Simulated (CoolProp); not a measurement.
Values from CoolProp's reference Helmholtz-energy equation of state, Thol 2016.

Task: Give the vapour pressure (MPa), liquid density (kg/m³), vapour density (kg/m³) of saturated hexamethyldisiloxane (MM) at 397.6, 454.7, 492.8 K.

Result: 
| T (K) | p (MPa) | liquid density (kg/m³) | vapour density (kg/m³) |
|---|---|---|---|
| 397.6 | 0.193 | 645 | 10.5 |
| 454.7 | 0.661 | 559 | 37.4 |
| 492.8 | 1.28 | 475 | 85.4 |
